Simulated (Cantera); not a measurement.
Input: 1 mol Al(CH3)3, 0.21 mol H2O, 3.4 mol N2, equilibrated at 1073.15 K.

Equilibrium computed with Cantera from the NASA thermochemical tables; the gas is ideal and each condensed phase is pure. Candidate condensed phases: Al, AlN, Al2O3, C, C6H6, C7H8, C8H18, H2O; 148 gas species. The feed counts by its element totals alone. Mutual solubility and eutectic melting of coexisting phases are not modelled. Rates play no part.

x: gas mole fraction; n: condensed amount in mol.

```json
[
 {"P (Pa)": "10", "x H2": "0.612", "x N2": "0.385", "x CH4": "1.72e-6", "x CO": "…", "n AlN(s)": "0.876", "n Al2O3(s)": "0.0620", "n C(graphite)": "2.98"},
 {"P (Pa)": "32", "x H2": "0.613", "x N2": "0.386", "x CH4": "5.51e-6", "x CO": "…", "n AlN(s)": "0.867", "n Al2O3(s)": "0.0663", "n C(graphite)": "2.99"},
 {"P (Pa)": "100", "x H2": "0.613", "x N2": "0.386", "x CH4": "1.72e-5", "x CO": "…", "n AlN(s)": "0.863", "n Al2O3(s)": "0.0683", "n C(graphite)": "2.99"},
 {"P (Pa)": "320", "x H2": "0.613", "x N2": "0.387", "x CH4": "5.52e-5", "x CO": "…", "n AlN(s)": "0.862", "n Al2O3(s)": "0.0692", "n C(graphite)": "3.00"},
 {"P (Pa)": "1000", "x H2": "0.613", "x N2": "0.387", "x CH4": "0.000172", "x CO": "…", "n AlN(s)": "0.861", "n Al2O3(s)": "0.0696", "n C(graphite)": "3.00"},
 {"P (Pa)": "3200", "x H2": "0.612", "x N2": "0.387", "x CH4": "0.000551", "x CO": "…", "n AlN(s)": "0.860", "n Al2O3(s)": "0.0698", "n C(graphite)": "3.00"},
 {"P (Pa)": "10000", "x H2": "0.611", "x N2": "0.387", "x CH4": "0.00171", "x CO": "…", "n AlN(s)": "0.860", "n Al2O3(s)": "0.0699", "n C(graphite)": "2.99"},
 {"P (Pa)": "32000", "x H2": "0.606", "x N2": "0.389", "x CH4": "0.00539", "x CO": "…", "n AlN(s)": "0.860", "n Al2O3(s)": "0.0700", "n C(graphite)": "2.96"},
 {"P (Pa)": "100000", "x H2": "0.591", "x N2": "0.393", "x CH4": "0.0160", "x CO": "…", "n AlN(s)": "0.860", "n Al2O3(s)": "0.0700", "n C(graphite)": "2.88"}
]
```

Q: Fill in the missing entries.

A: 
- 10, x CO: 0.00311
- 32, x CO: 0.00143
- 100, x CO: 0.000670
- 320, x CO: 0.000309
- 1000, x CO: 0.000144
- 3200, x CO: 6.65e-5
- 10000, x CO: 3.11e-5
- 32000, x CO: 1.44e-5
- 100000, x CO: 6.74e-6
